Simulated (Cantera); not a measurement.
Thermal oxidation and active oxidation of silicon: Si + N2O + N2

Feed: 1 mol Si, 0.073 mol N2O, 4 mol N2, equilibrated at 1173 K and 1.30 bar.

These are equilibrium values from Cantera (NASA tables, ideal gas, pure condensed phases), not measurements of a reactor. Candidate condensed phases: Si, SiO2, Si2N2O, Si3N4; 16 gas species. Mutual solubility and eutectic melting of coexisting phases are not modelled. Rates play no part.

```json
{
 "x(N2)": "1.00",
 "n(Si2N2O(s))": "0.0730 mol",
 "n(Si3N4(s))": "0.285 mol",
 "gas_amount": "3.431 mol",
 "log10 activity of Si(s) (absent)": "-5.35"
}
```
